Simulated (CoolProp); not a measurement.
Computed with CoolProp (reference Helmholtz-energy equation of state, Thol 2012).

### Question
For benzene, give the phase and the density (kg/m³), Joule-Thomson coefficient (K/MPa), isothermal compressibility (1/MPa), viscosity (µPa s) at 573.1 K and 12.3 MPa; 573.1 K and 15.3 MPa; 573.1 K and 21.5 MPa.

### Answer
- 573.1 K and 12.3 MPa: supercritical; density 545, Joule-Thomson coefficient 0.667, isothermal compressibility 0.0167, viscosity 72.2
- 573.1 K and 15.3 MPa: supercritical; density 568, Joule-Thomson coefficient 0.394, isothermal compressibility 0.0117, viscosity 78.8
- 573.1 K and 21.5 MPa: supercritical; density 601, Joule-Thomson coefficient 0.124, isothermal compressibility 0.00734, viscosity 89.9

Viscosity comes from a separate model (Avgeri 2014).
